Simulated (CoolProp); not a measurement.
Values from CoolProp's reference Helmholtz-energy equation of state, Lemmon 2006. It is a short technical equation, of lower accuracy than the large ones.

Question: For carbonyl sulfide, give the phase and the cv (kJ/(kg K)) at 316.8 K and 459 kPa; 328.4 K and 459 kPa; 398.2 K and 459 kPa.

Answer: 
- 316.8 K and 459 kPa: gas; cv 0.582
- 328.4 K and 459 kPa: gas; cv 0.589
- 398.2 K and 459 kPa: gas; cv 0.629
